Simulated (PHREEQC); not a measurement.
A solution holds 0.015 mol HBF4 and 0.0036 mol ZnSO4 per kg of water, at 20 °C. Closed to the air; pH follows from the charge balance.

Computed with PHREEQC (ion-association model, wateq4f.dat).

No solid was allowed to form.

Predict the pH, ionic strength.

pH 1.95; ionic strength 0.0242 mol/kgw.

In which forms is Zn present?

Zn+2 87 %, ZnSO4 12 % of the Zn.

Complexes and solids missing from the database can't appear. Real BF4- forms and hydrolyses slowly; the run takes it at equilibrium.
